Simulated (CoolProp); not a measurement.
CF4 (R14) along the isotherm -41.65 °C: density (kg/m³) from the reference equation and from simpler models built on Tc = -45.8 °C, pc = 3.762 MPa, ω = 0.178; each cubic takes its own stable root.

Computed with CoolProp (reference Helmholtz-energy equation of state, Platzer 1990). This equation is an older, rougher fit; its heat capacities, sound speeds and derivatives of the liquid may be far off and weren't checked against measurements.

```csv
p (MPa),phase,reference
0.941,gas,47.01
1.88,gas,105.0
2.82,gas,184.2
3.76,gas,330.9
4.7,supercritical,850.5
5.64,supercritical,960.9
6.58,supercritical,1015
7.52,supercritical,1052
8.47,supercritical,1081
9.41,supercritical,1105
```

Question: How far does each simpler model (ideal gas, van der Waals, Redlich-Kwong, Soave-Redlich-Kwong) lie from the reference over these 10 states: mean and median of the absolute difference, and the worst?

Answer: 
- ideal gas: mean 51.6 %, median 62.6 %, worst -74.7 % at -41.65 °C and 4.7 MPa
- van der Waals: mean 15.5 %, median 23.4 %, worst -24.7 % at -41.65 °C and 5.64 MPa
- Redlich-Kwong: mean 5.8 %, median 7.2 %, worst -13.0 % at -41.65 °C and 4.7 MPa
- Soave-Redlich-Kwong: mean 6.5 %, median 7.7 %, worst -15.0 % at -41.65 °C and 4.7 MPa
